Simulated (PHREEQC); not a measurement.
Solution (20 °C): 65 mmol/kgw CuCl2, 100 mmol/kgw HNO3 and 9 mmol/kgw NaCl. Closed to the air; pH follows from the charge balance.

The numbers come from PHREEQC with the ion-association model, wateq4f.dat.

Precipitation was switched off in this run.

Question: Predict the pH, activity of water.

Answer: pH 1.10; activity of water 0.993.

Question: In which forms is Cl present?

Answer: Cl- 96 %, CuCl+ 3.5 % of the Cl.
